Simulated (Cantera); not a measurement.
A Cantera script and its output.

```python
import numpy as np
import cantera as ct

gas = ct.Solution("gri30.yaml")


def delay(T, t_max=10):
    gas.TPX = T, 2500000, {'CH4': 1, 'O2': 1.82, 'N2': 6.84}
    reactor = ct.IdealGasConstPressureReactor(gas, clone=False)
    net = ct.ReactorNet([reactor])
    net.rtol, net.atol = 1e-8, 1e-16
    while net.time < t_max:
        t_old, T_old = net.time, reactor.T
        net.step()
        if reactor.T > T + 400:  # ignition: a rise of 400 K
            return t_old + (T + 400 - T_old) / (reactor.T - T_old) * (net.time - t_old)
    return np.nan


taus = []
for T in [1223, 1298, 1373, 1448, 1523, 1598, 1673, 1748, 1823]:
    taus.append(delay(T))
    print(f"T0 = {T:6g} K   tau = {taus[-1]:.4e} s")
```

Output:

```
T0 =   1223 K   tau = 1.3436e-03 s
T0 =   1298 K   tau = 5.8696e-04 s
T0 =   1373 K   tau = 2.7375e-04 s
T0 =   1448 K   tau = 1.3426e-04 s
T0 =   1523 K   tau = 6.8627e-05 s
T0 =   1598 K   tau = 3.6375e-05 s
T0 =   1673 K   tau = 1.9965e-05 s
T0 =   1748 K   tau = 1.1365e-05 s
T0 =   1823 K   tau = 6.7264e-06 s
```

Detailed kinetics in Cantera: GRI-Mech 3.0 (53 species, 325 reactions). The pressure lies above the range GRI-Mech 3.0 was tuned for (to about 10 atm).
